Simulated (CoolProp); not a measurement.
R1123 along the isobar 58.9 bar: fugacity coefficient from the reference equation and from simpler models built on Tc = 58.6 °C, pc = 45.49 bar, ω = 0.243; each cubic takes its own stable root.

Values from CoolProp's reference Helmholtz-energy equation of state, Akasaka 2020.

| T (°C) | phase | reference | Redlich-Kwong | Peng-Robinson |
|---|---|---|---|---|
| -65.45 | liquid | 0.01635 | 0.02937 | ___ |
| -57.85 | liquid | 0.02390 | 0.04077 | 0.02390 |
| -50.15 | liquid | ___ | ___ | 0.03387 |
| -42.45 | liquid | ___ | 0.07252 | 0.04663 |
| -34.85 | liquid | 0.06254 | 0.09285 | 0.06231 |
| -27.15 | liquid | 0.08192 | 0.1167 | 0.08164 |
| -19.45 | liquid | 0.1050 | 0.1439 | ___ |
| -11.85 | liquid | 0.1315 | 0.1738 | 0.1312 |
| -4.15 | liquid | 0.1623 | ___ | 0.1621 |
| 3.55 | liquid | 0.1971 | 0.2435 | 0.1968 |
| 11.15 | liquid | 0.2351 | ___ | 0.2349 |
| 18.85 | liquid | 0.2773 | 0.3229 | ___ |
| 26.45 | liquid | 0.3222 | 0.3651 | 0.3215 |

Task: Some entries are withheld; supply them.

Result: 
- -65.45, Peng-Robinson: 0.01641
- -50.15, reference: 0.03395
- -50.15, Redlich-Kwong: 0.05512
- -42.45, reference: 0.04679
- -19.45, Peng-Robinson: 0.1047
- -4.15, Redlich-Kwong: 0.2072
- 11.15, Redlich-Kwong: 0.2818
- 18.85, Peng-Robinson: 0.2769
